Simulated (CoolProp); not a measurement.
R124 along the isotherm 196.85 °C: density (kg/m³) from the reference equation and from simpler models built on Tc = 122.3 °C, pc = 3624 kPa, ω = 0.288; each cubic takes its own stable root.

Computed with CoolProp (reference Helmholtz-energy equation of state, de Vries 1995).

```json
[
 {"p (kPa)": "28.7", "phase": "gas", "reference": "1.004"},
 {"p (kPa)": "51", "phase": "gas", "reference": "1.786"},
 {"p (kPa)": "90.6", "phase": "gas", "reference": "3.179"},
 {"p (kPa)": "161", "phase": "gas", "reference": "5.671"},
 {"p (kPa)": "287", "phase": "gas", "reference": "10.18"},
 {"p (kPa)": "510", "phase": "gas", "reference": "18.30"},
 {"p (kPa)": "906", "phase": "gas", "reference": "33.24"},
 {"p (kPa)": "1610", "phase": "gas", "reference": "61.54"},
 {"p (kPa)": "2870", "phase": "gas", "reference": "118.9"},
 {"p (kPa)": "5100", "phase": "supercritical", "reference": "250.3"},
 {"p (kPa)": "9060", "phase": "supercritical", "reference": "569.5"}
]
```

Problem. How far does each simpler model (ideal gas, van der Waals) lie from the reference over these 11 states: mean and median of the absolute difference, and the worst?

Solution. 
- ideal gas: mean 9.9 %, median 2.7 %, worst -44.4 % at 196.85 °C and 9060 kPa
- van der Waals: mean 1.2 %, median 0.1 %, worst +9.9 % at 196.85 °C and 5100 kPa
